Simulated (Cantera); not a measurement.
Feed: 1 mol BN, a varied amount of HF, held at 700 K and 56.0 Pa.

Cantera equilibrium calculation (NASA polynomials, part measured and part estimated; ideal gas, pure solids and liquids). Candidate condensed phases: B, BN; 31 gas species. Rates play no part.

x: gas mole fraction; n: condensed amount in mol.

```
n(HF) (mol)     x HF    x H₂   x BF₃     x N₂    x NH₃  n BN(s)
-----------  -------  ------  ------  -------  -------  -------
1.8          0.00506   0.497   0.332    0.166  7.50e-7    0.403
2.5          0.00506   0.497   0.332    0.166  7.50e-7    0.171
3.6            0.167   0.417   0.278    0.139        ?        0
5.1            0.412   0.294   0.196   0.0980        ?        0
7.1            0.577   0.211   0.141   0.0704        ?        0
10             0.700   0.150   0.100   0.0500        ?        0
14             0.786   0.107  0.0714   0.0357        ?        0
20             0.850  0.0750  0.0500   0.0250        ?        0
29             0.897  0.0517  0.0345   0.0172        ?        0
40             0.925  0.0375  0.0250   0.0125        ?        0
57             0.947  0.0263  0.0175  0.00877        ?        0
```

Some entries are withheld; supply them.


- 3.6, x NH₃: 5.26e-7
- 5.1, x NH₃: 2.62e-7
- 7.1, x NH₃: 1.35e-7
- 10, x NH₃: 6.82e-8
- 14, x NH₃: 3.48e-8
- 20, x NH₃: 1.70e-8
- 29, x NH₃: 8.10e-9
- 40, x NH₃: 4.26e-9
- 57, x NH₃: 2.10e-9
